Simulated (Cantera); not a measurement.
An isothermal, constant-pressure homogeneous reactor starts with NO : N2 = 1 : 1.1 (molar parts), at 1850 K and 0.306 atm. Integrator tolerance rtol = 1e-08.

Model: GRI-Mech 3.0 (53 species, 325 reactions), integrated in Cantera.

### Question
What does this change do: pressure from 0.306 atm to 0.227 atm?

### Answer
```json
[
 {"quantity": "x(NO) at 5.00 s", "before": "0.270 (gas-phase equilibrium 0.00512)", "after": "0.304 (gas-phase equilibrium 0.00512)"},
 {"quantity": "x(O) at 5.00 s", "before": "0.000115 (gas-phase equilibrium 0.000169)", "after": "0.000123 (gas-phase equilibrium 0.000196)"},
 {"quantity": "x(N2O) at 5.00 s", "before": "2.82e-5 (gas-phase equilibrium 1.60e-7)", "after": "3.55e-5 (gas-phase equilibrium 1.38e-7)"},
 {"quantity": "x(N2) at 5.00 s", "before": "0.627 (gas-phase equilibrium 0.759)", "after": "0.610 (gas-phase equilibrium 0.759)"},
 {"quantity": "x(O2) at 5.00 s", "before": "0.103 (gas-phase equilibrium 0.235)", "after": "0.0856 (gas-phase equilibrium 0.235)"},
 {"quantity": "x(NO2) at 5.00 s", "before": "0.000239 (gas-phase equilibrium 6.82e-6)", "after": "0.000212 (gas-phase equilibrium 5.88e-6)"}
]
```
